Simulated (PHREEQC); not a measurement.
Acid mine or pickling water (model solution)

Model water analysis in mg/kgw, 85 °C, pH 3.46:

| constituent | mg/kgw |
|---|---|
| Na | 1720 |
| K | 38.3 |
| Ca | 67.3 |
| Mg | 28.9 |
| Cl | 864 |
| S(6) as SO4 | 2750 |

Valence states are taken as typed.

The numbers come from PHREEQC with the Pitzer model, pitzer.dat.

No solid was allowed to form.

### Question
What specific conductance, density does the model give?

### Answer
specific conductance 20900 µS/cm; density 0.973 g/cm³.

### Question
In which forms is S present?

### Answer
SO4-2 93 %, HSO4- 7.0 % of the S.

Species that the database lacks are ignored. At this temperature some constants are extrapolated from 25 °C, and those without enthalpy data are left unchanged.
